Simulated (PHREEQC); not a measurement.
# Polishing slurry liquid

Dissolve 5.5 mmol/kgw KOH and 0.0013 mmol/kgw H4SiO4 at 10 °C. Closed to the air; pH follows from the charge balance.

All values are PHREEQC results (ion-association model, phreeqc.dat), not measurements.

Each row changes one thing in this solution. This is a speciation only: nothing precipitates in the calculation.

```tsv
case	pH	ionic strength (mol/kgw)
as made	12.24	0.00550
H4SiO4 left out	12.24	0.00550
KOH replaced by K2CO3 at the same molality	11.25	0.0159
KOH left out	7.26	5.52e-8
temperature from 10 to 75 °C	10.39	0.00550
```

Constants without temperature data keep their 25 °C values here.
